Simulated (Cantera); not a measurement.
**Ignition delay**

Mixture: 14.0 % CH4, 21.5 % O2, 64.5 % N2, at 0.987 atm, adiabatic and at constant pressure. Ignition delay is the time to a rise of 400 K.

Cantera simulation using GRI-Mech 3.0 (53 species, 325 reactions); the numbers are that mechanism's predictions, not measurements.

```csv
T0 (K),delay (ms)
1250,21.6
1325,8.08
1400,3.25
1475,1.42
1550,0.670
1625,0.346
1700,0.193
```

| Item | Result |
|---|---|
| apparent activation energy between 1550 and 1700 K | 180 kJ/mol |
